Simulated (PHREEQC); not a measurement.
Make-up at 20 °C: 0.021 mol HF, 0.0071 mol NH4HF2, 0.01 mol H2SO4 and 0.017 mol KHSO4 per kg of water. Closed to the air; pH follows from the charge balance.

Computed with PHREEQC (ion-association model, phreeqc.dat).

```
Item                          Result
--------------------  --------------
pH                              1.76
ionic strength        0.0573 mol/kgw
specific conductance      8780 µS/cm
density                  1.001 g/cm³
total alkalinity        -65.1 meq/kg
```

```tsv
species	molality	activity	log γ
HF	0.0330	0.0334	0.006
H+	0.0202	0.0172	-0.071
K+	0.0163	0.0132	-0.094
SO4-2	0.0142	0.00633	-0.350
HSO4-	0.0117	0.00950	-0.089
NH4+	0.00658	0.00521	-0.101
F-	0.00177	0.00142	-0.095
KSO4-	0.000651	0.000535	-0.085
NH4SO4-	0.000521	0.000425	-0.089
HF2-	0.000214	0.000175	-0.089
```

Precipitation was switched off in this run. Complexes and solids missing from the database can't appear.
